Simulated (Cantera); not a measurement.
A closed system holds: 1 mol PbO, 3.1 mol C, 4.4 mol H2, at 1902 °C and 13.0 mbar.

These are equilibrium values from Cantera (NASA tables, ideal gas, pure condensed phases), not measurements of a reactor. Rates play no part.

```csv
species,before,after
H2,0.657,0.680
CO,0.154,0.156
Pb,0.154,0.156
H,0.0347,0.00690
CH4,1.56e-6,4.37e-5
Pb2,1.09e-6,2.92e-5
C2H2 (acetylene),0.00147,0.00152
"C(graphite), mol",2.08,2.08
```
Gas species are given as mole fractions.

**Question.** What was changed between the two runs?
A) pressure from 13.0 mbar to 0.340 bar
B) H2 from 4.4 to 0.11 mol
C) C from 3.1 to 0.4 mol
D) pressure from 13.0 mbar to 2.20 mbar

**Answer.** A, pressure from 13.0 mbar to 0.340 bar
